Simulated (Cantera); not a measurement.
# Reactions in the system C-Cu-F

Cantera with NASA thermochemical tables; ideal gases at 1 bar, condensed phases pure. Values are per mole of reaction as written; species without (g) are pure solids or liquids, kept so even where they would boil at 1 bar.

3 CuF₂(g) + 2 C = 3 Cu + 2 CF₃(g)

```csv
T (K),ΔH° (kJ),ΔS° (J/K),ΔG° (kJ),log10 K,condensed phases
1123,-123.6,-159.5,55.5,-2.58,"C(graphite), Cu(s)"
1173,-122.2,-158.2,63.4,-2.82,"C(graphite), Cu(s)"
1223,-120.6,-156.9,71.3,-3.04,"C(graphite), Cu(s)"
1273,-119.0,-155.6,79.1,-3.25,"C(graphite), Cu(s)"
1323,-117.2,-154.2,86.8,-3.43,"C(graphite), Cu(s)"
1373,-75.9,-123.8,94.1,-3.58,"C(graphite), Cu(l)"
1423,-74.1,-122.5,100.2,-3.68,"C(graphite), Cu(l)"
1473,-72.2,-121.2,106.3,-3.77,"C(graphite), Cu(l)"
1523,-70.3,-120.0,112.4,-3.85,"C(graphite), Cu(l)"
1573,-68.5,-118.8,118.3,-3.93,"C(graphite), Cu(l)"
1623,-66.7,-117.6,124.2,-4.00,"C(graphite), Cu(l)"
```
